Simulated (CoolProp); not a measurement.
The fluid at 497.05 K and 2.18 MPa is throttled through a valve to 1.08 MPa with no heat exchange. The same conditions are run with several fluids, on thermodynamics alone (safety and materials aside).

Values from CoolProp's reference Helmholtz-energy equation of state of each fluid (tetrahydrofuran: Fiedler 2023; hydrogen chloride: Thol 2018; neopentane: Lemmon 2006; isobutene: Lemmon 2005; CF4 (R14): Platzer 1990). The equations of Platzer and Polt are older, rougher fits.

| fluid | temperature change (K) | final density (kg/m³) |
|---|---|---|
| tetrahydrofuran | -12.6 | 21.7 |
| hydrogen chloride | -6.2 | 9.78 |
| neopentane | -6.6 | 20.8 |
| isobutene | -6.4 | 15.7 |
| CF4 (R14) | -1.8 | 23.1 |
